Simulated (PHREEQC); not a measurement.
Copper plating or etch bath (model solution)

A solution holds 2.3 mmol/kgw CuSO4, 1.6 mmol/kgw HBF4 and 0.63 mmol/kgw FeCl3, at 25 °C. Closed to the air; pH follows from the charge balance.

All values are PHREEQC results (ion-association model, phreeqc.dat), not measurements.

Precipitation was switched off in this run.

Problem. What pH does the model give?

Solution. pH 2.64.

Problem. In which forms is Cu present?

Solution. Cu+2 86 %, CuSO4 13 %, CuF+ 0.7 % of the Cu.

Examples of supersaturated solids here: Hematite (slow to form), Goethite (slow to form). Others may be too. Complexes and solids missing from the database can't appear. Real BF4- forms and hydrolyses slowly; the run takes it at equilibrium. Fluoro complexes past AlF4- and FeF3 are missing from the database.
